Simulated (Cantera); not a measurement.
An isothermal, constant-pressure homogeneous reactor starts with NO : N2 = 1 : 1.1 (molar parts), at 1875 K and 31.5 Torr. Integrator tolerance rtol = 1e-08.

Detailed kinetics in Cantera: GRI-Mech 3.0 (53 species, 325 reactions). Radical loss at walls, strong at low pressure, is not modelled.

**Question.** What does this change do: NO 1 to 3.6 parts?

**Answer.** 
```
quantity                                             before                                      after
----------------  -----------------------------------------  -----------------------------------------
x(NO) at 6.00 s       0.402 (gas-phase equilibrium 0.00553)      0.595 (gas-phase equilibrium 0.00632)
x(N2O) at 6.00 s    5.73e-5 (gas-phase equilibrium 6.33e-8)   0.000116 (gas-phase equilibrium 6.51e-8)
x(O2) at 6.00 s        0.0370 (gas-phase equilibrium 0.235)       0.0851 (gas-phase equilibrium 0.379)
x(N2) at 6.00 s         0.561 (gas-phase equilibrium 0.759)        0.319 (gas-phase equilibrium 0.614)
x(O) at 6.00 s    0.000258 (gas-phase equilibrium 0.000572)  0.000380 (gas-phase equilibrium 0.000727)
```

**Question.** What does this change do: NO 1 to 0.35 parts?

**Answer.** 
```csv
quantity,before,after
x(NO) at 6.00 s,0.402 (gas-phase equilibrium 0.00553),0.219 (gas-phase equilibrium 0.00422)
x(N2O) at 6.00 s,5.73e-5 (gas-phase equilibrium 6.33e-8),1.85e-5 (gas-phase equilibrium 5.19e-8)
x(O2) at 6.00 s,0.0370 (gas-phase equilibrium 0.235),0.0109 (gas-phase equilibrium 0.118)
x(N2) at 6.00 s,0.561 (gas-phase equilibrium 0.759),0.770 (gas-phase equilibrium 0.877)
x(O) at 6.00 s,0.000258 (gas-phase equilibrium 0.000572),0.000148 (gas-phase equilibrium 0.000406)
```
